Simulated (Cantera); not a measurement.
Input: 1 mol LiCl, 0.061 mol HCl, 48 mol H2, 0.1 mol H2O, held at 1.20 mbar.

These are equilibrium values from Cantera (NASA tables, ideal gas, pure condensed phases), not measurements of a reactor. Candidate condensed phases: H2O, Li, LiCl, LiH, LiOH, Li2O; 25 gas species. Rates play no part. All values below are at 1775 K.

Base state: H2 0.967, LiCl 0.0190, H 0.00822, HCl 0.00247, H2O 0.00201, Li 0.00124, Cl 1.62e-5, LiOH 1.32e-5 (mole fractions); condensed: gas only.

### Question
What changes in the equilibrium state with this change: HCl from 0.061 to 0.36 mol?

### Answer
| species | before | after |
|---|---|---|
| H2 | 0.967 | 0.962 |
| LiCl | 0.0190 | 0.0197 |
| H | 0.00822 | 0.00820 |
| HCl | 0.00247 | 0.00762 |
| Li | 0.00124 | 0.000417 |
| Cl | 1.62e-5 | 4.99e-5 |
| LiOH | 1.32e-5 | 4.44e-6 |
| H2O | 0.00201 | 0.00201 |
